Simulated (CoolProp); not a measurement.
Properties of sulfur dioxide along the isotherm 188.05 °C (Tc = 157.5 °C, pc = 7887 kPa, ω = 0.256).

Values from CoolProp's reference Helmholtz-energy equation of state, Gao 2016.

```csv
p (kPa),phase,Z,cp (kJ/(kg K)),cv (kJ/(kg K)),speed of sound (m/s),expansivity (1/kK)
111,gas,0.9962,0.7131,0.5807,___,2.198
210,gas,0.9927,0.7167,___,269.5,2.225
398,gas,0.9861,0.7237,0.5844,268.5,2.278
754,gas,0.9735,0.7376,0.5891,266.4,2.383
1430,gas,0.9490,0.7667,0.5985,262.6,___
2710,gas,0.9004,0.8334,___,254.9,3.113
5140,gas,0.7979,1.031,0.6635,239.5,4.643
9740,supercritical,0.5391,2.492,0.8068,208.6,16.10
18500,supercritical,___,2.009,___,358.4,7.298
35000,supercritical,0.5864,1.463,0.7448,___,3.159
```

Question: What belongs in the gaps?

Answer: 
- 111, speed of sound (m/s): 270.1
- 210, cv (kJ/(kg K)): 0.5820
- 1430, expansivity (1/kK): 2.603
- 2710, cv (kJ/(kg K)): 0.6180
- 18500, Z: 0.3757
- 18500, cv (kJ/(kg K)): 0.7813
- 35000, speed of sound (m/s): 553.4

The peak of cp marks the crossing from liquid-like to gas-like fluid above the critical point.
